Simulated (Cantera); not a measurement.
Transport properties of process gases

Gas mixture: NO = 0.97 (molar parts), at 2.80 bar, frozen composition.

Cantera's kinetic-theory transport with the Lennard-Jones parameters of GRI-Mech 3.0, ideal gas; thermal conductivity in the multicomponent form. The composition is frozen, though it would react at the higher temperatures.

```csv
T (K),ρ (kg/m³),cp (J/kg/K),μ (µPa s),λ (mW/m/K),Pr,D (cm²/s) N₂,D (cm²/s) CO₂,D (cm²/s) O
400,2.53,998.6,23.1,32.5,0.711,0.123,0.0944,0.191
600,1.68,1041,30.6,45.0,0.708,0.245,0.193,0.380
800,1.26,1092,37.1,57.3,0.708,0.397,0.316,0.615
1000,1.01,1133,42.9,68.8,0.707,0.577,0.461,0.892
1200,0.842,1159,48.4,79.3,0.707,0.781,0.627,1.21
1400,0.722,1181,53.4,89.3,0.707,1.01,0.811,1.56
1600,0.632,1199,58.3,98.9,0.706,1.26,1.01,1.95
```
D: mixture-averaged diffusion coefficient of that species in the mixture.
